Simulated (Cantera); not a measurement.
Cantera run, input and output.

```python
import numpy as np
import cantera as ct

gas = ct.Solution("gri30.yaml")
gas.TPX = 1875, 13332, {'NO': 1, 'N2': 0.76}
reactor = ct.IdealGasConstPressureReactor(gas, energy="off", clone=False)
net = ct.ReactorNet([reactor])
net.rtol, net.atol = 1e-08, 1e-18
show = ['NO', 'NO2', 'N2O', 'O2', 'O', 'N2']
times = np.geomspace(0.0006, 10, 13)

steps = ct.SolutionArray(gas, extra=["t"])
rows = []
print(f"{'t/s':>10s}{'T/K':>9s}{'P/Pa':>11s}" + "".join(f"{s:>11s}" for s in show))
for t in times:
    while net.time < t:
        t_next = net.step()
        steps.append(gas.state, t=t_next)
    rows.append([np.interp(t, steps.t, y) for y in (steps.T, steps.P, *steps(*show).X.T)])
    print(f"{t:10.3e}{rows[-1][0]:9.1f}{rows[-1][1]:11.4g}" + "".join(f"{x:11.3e}" for x in rows[-1][2:]))
rate = np.gradient(steps.T, steps.t)
print("integrator steps:", len(steps.t))
if steps.T.max() > steps.T[0] + 200:
    print(f"time of steepest temperature rise: {steps.t[rate.argmax()]:.4e} s")
gas.TPX = 1875, 13332, {'NO': 1, 'N2': 0.76}
gas.equilibrate("TP")
print(f"equilibrium (TP): T = {gas.T:.1f} K  " + "  ".join(f"{s} {gas[s].X[0]:.3e}" for s in show))
```

It prints:

```
       t/s      T/K       P/Pa         NO        NO2        N2O         O2          O         N2
 6.000e-04   1875.0  1.333e+04  5.682e-01  2.692e-06  1.094e-05  1.921e-07  9.121e-06  4.318e-01
 1.349e-03   1875.0  1.333e+04  5.681e-01  9.887e-06  2.339e-05  1.040e-06  1.741e-05  4.318e-01
 3.032e-03   1875.0  1.333e+04  5.680e-01  2.864e-05  4.703e-05  6.749e-06  3.249e-05  4.318e-01
 6.817e-03   1875.0  1.333e+04  5.679e-01  5.743e-05  8.326e-05  4.509e-05  5.354e-05  4.319e-01
 1.533e-02   1875.0  1.333e+04  5.675e-01  7.278e-05  1.181e-04  2.040e-04  6.548e-05  4.321e-01
 3.446e-02   1875.0  1.333e+04  5.666e-01  7.738e-05  1.309e-04  6.251e-04  6.941e-05  4.325e-01
 7.746e-02   1875.0  1.333e+04  5.647e-01  8.205e-05  1.306e-04  1.594e-03  7.274e-05  4.335e-01
 1.741e-01   1875.0  1.333e+04  5.603e-01  9.136e-05  1.279e-04  3.778e-03  7.937e-05  4.356e-01
 3.915e-01   1875.0  1.333e+04  5.504e-01  1.090e-04  1.221e-04  8.692e-03  9.241e-05  4.406e-01
 8.801e-01   1875.0  1.333e+04  5.284e-01  1.381e-04  1.105e-04  1.965e-02  1.159e-04  4.516e-01
 1.979e+00   1875.0  1.333e+04  4.811e-01  1.756e-04  8.896e-05  4.327e-02  1.542e-04  4.752e-01
 4.448e+00   1875.0  1.333e+04  3.888e-01  1.997e-04  5.583e-05  8.939e-02  2.086e-04  5.214e-01
 1.000e+01   1875.0  1.333e+04  2.452e-01  1.685e-04  2.128e-05  1.612e-01  2.716e-04  5.932e-01
integrator steps: 669
equilibrium (TP): T = 1875.0 K  NO 5.863e-03  NO2 5.335e-06  N2O 1.159e-07  O2 2.809e-01  O 3.513e-04  N2 7.129e-01
```

Model: GRI-Mech 3.0 (53 species, 325 reactions), integrated in Cantera.
